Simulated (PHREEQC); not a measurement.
Solution (15 °C): 1.3 mmol/kgw CuSO4, 2.8 mmol/kgw HNO3 and 11 mmol/kgw FeCl3. It is in equilibrium with CO2 at log p = -3.5 (atm). Otherwise closed; pH follows from the charge balance.

The numbers come from PHREEQC with the ion-association model, wateq4f.dat.

| quantity | before | after |
|---|---|---|
| pH | 2.28 | 2.21 |
| ionic strength (mol/kgw) | 0.0591 | 0.0566 |
| SO4-2 (mol/kgw) | 0.000187 | 0.000181 |
| HSO4- (mol/kgw) | 4.24e-5 | 6.68e-5 |
| CuSO4 (mol/kgw) | 9.20e-6 | 9.55e-6 |
| CuOH+ (mol/kgw) | 1.39e-9 | 1.14e-9 |
| SI of Chalcanthite (CuSO4:5H2O) | -4.63 | -4.72 |
| SI of Tenorite (CuO) | -6.68 | -6.27 |

**Question.** Which change was made?
A) 0.0035 mol/kgw Sr(OH)2 added
B) 0.00039 mol/kgw KNO3 added
C) FeCl3 left out
D) temperature from 15 to 30 °C

**Answer.** D, temperature from 15 to 30 °C

No solid was allowed to form. Some of these states are supersaturated (in Hematite (slow to form), Goethite (slow to form), for instance).
